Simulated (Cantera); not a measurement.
A Cantera script and its output.

```python
import numpy as np
import cantera as ct

gas = ct.Solution("h2o2.yaml")
gas.TPX = 500, 13000, {'H2': 1, 'O2': 0.562, 'N2': 2.53}
flame = ct.FreeFlame(gas, width=0.17)
flame.set_refine_criteria(ratio=3, slope=0.08, curve=0.16)
flame.transport_model = "mixture-averaged"
flame.solve(loglevel=0, auto=True)
z, T = flame.grid, flame.T
thick = (T[-1] - T[0]) / np.gradient(T, z).max()
show = ['H2', 'O2', 'H2O', 'HO2', 'OH', 'H2O2']
print(f"laminar burning velocity  {flame.velocity[0] * 100:.3f} cm/s")
print(f"burnt temperature         {T[-1]:.1f} K")
print(f"thermal thickness         {thick * 1e3:.4f} mm")
print(f"grid points               {len(z)}")
z0 = z[flame.heat_release_rate.argmax()]
print(f"{'z/mm':>9s}{'T/K':>9s}{'u/(m/s)':>9s}" + "".join(f"{s:>11s}" for s in show))
rows = []
for k in (-3, -2, -1.5, -1, -0.5, -0.25, 0, 0.25, 0.5, 1, 2, 4, 8):
    zz = z0 + k * thick
    rows.append([k * thick, np.interp(zz, z, T), np.interp(zz, z, flame.velocity),
                 *(np.interp(zz, z, flame.X[gas.species_index(s)]) for s in show)])
    print(f"{rows[-1][0] * 1e3:9.3f}{rows[-1][1]:9.1f}{rows[-1][2]:9.3f}" + "".join(f"{x:11.3e}" for x in rows[-1][3:]))
```

It prints:

```
laminar burning velocity  343.217 cm/s
burnt temperature         2220.7 K
thermal thickness         6.7549 mm
grid points               137
     z/mm      T/K  u/(m/s)         H2         O2        H2O        HO2         OH       H2O2
  -20.265    500.0    3.432  2.444e-01  1.373e-01  2.867e-16  1.828e-15  2.265e-20  8.380e-17
  -13.510    500.0    3.432  2.444e-01  1.373e-01  7.050e-14  8.665e-13  1.861e-17  2.788e-16
  -10.132    500.0    3.432  2.444e-01  1.373e-01  5.749e-12  8.137e-11  2.592e-15  2.254e-14
   -6.755    500.0    3.432  2.444e-01  1.373e-01  5.201e-09  5.073e-08  5.075e-12  3.874e-11
   -3.377    504.6    3.459  2.430e-01  1.374e-01  2.339e-04  5.802e-05  1.577e-05  1.181e-06
   -1.689    639.2    4.322  2.216e-01  1.341e-01  1.131e-02  4.292e-05  3.435e-04  3.225e-06
    0.000   1031.1    6.757  1.166e-01  9.814e-02  9.076e-02  1.560e-05  1.967e-03  5.710e-07
    1.689   1310.7    8.487  3.715e-02  4.658e-02  1.815e-01  6.339e-06  5.945e-03  8.255e-07
    3.377   1432.1    9.212  3.093e-02  3.896e-02  1.952e-01  4.553e-06  7.926e-03  6.801e-07
    6.755   1565.3    9.981  3.093e-02  3.564e-02  2.031e-01  3.476e-06  9.998e-03  4.255e-07
   13.510   1706.8   10.774  2.964e-02  3.232e-02  2.126e-01  2.611e-06  1.183e-02  2.258e-07
   27.019   1846.9   11.536  2.650e-02  2.894e-02  2.236e-01  1.916e-06  1.292e-02  1.193e-07
   54.039   1976.0   12.220  2.176e-02  2.568e-02  2.354e-01  1.388e-06  1.292e-02  6.932e-08
```

Model: the H2/O2 subset of GRI-Mech 3.0, which has no nitrogen chemistry, integrated in Cantera. Burning velocities carry a grid error of a few per cent, more on coarse grids.
